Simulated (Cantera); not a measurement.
## Hydrocarbon pyrolysis for carbon deposition

A perfectly stirred reactor is fed with C2H6 : H2 = 1 : 2.2 (molar parts), at 1.20 bar; it is held at 1650 K, and followed from long to short residence time.

Model: GRI-Mech 3.0 (53 species, 325 reactions), integrated in Cantera. GRI-Mech 3.0 stops at C3 and has no aromatics, soot or wall deposition, so with more carbon than oxygen in the feed, carbon stays in small species such as C2H2 where larger ones or solid carbon would form.

```tsv
τ (s)	x C2H6	x H2	x CH4	x C2H4	x C2H2	x CH2	x H
15	3.16e-5	0.761	0.0638	0.0108	0.164	1.17e-8	7.31e-5
5.0	3.43e-5	0.760	0.0653	0.0108	0.163	1.21e-8	7.34e-5
1.7	4.20e-5	0.758	0.0692	0.0107	0.162	1.31e-8	7.42e-5
0.58	6.37e-5	0.752	0.0779	0.0107	0.160	1.58e-8	7.65e-5
0.20	0.000121	0.742	0.0918	0.0107	0.155	2.16e-8	8.23e-5
0.067	0.000266	0.731	0.107	0.0114	0.150	3.43e-8	9.56e-5
0.023	0.000592	0.724	0.116	0.0133	0.145	5.94e-8	0.000121
0.0078	0.00132	0.720	0.121	0.0178	0.140	1.10e-7	0.000163
0.0026	0.00300	0.713	0.127	0.0268	0.129	2.11e-7	0.000222
0.00090	0.00680	0.702	0.135	0.0425	0.111	3.92e-7	0.000291
```
x: mole fraction; the columns are a selection and need not sum to one.
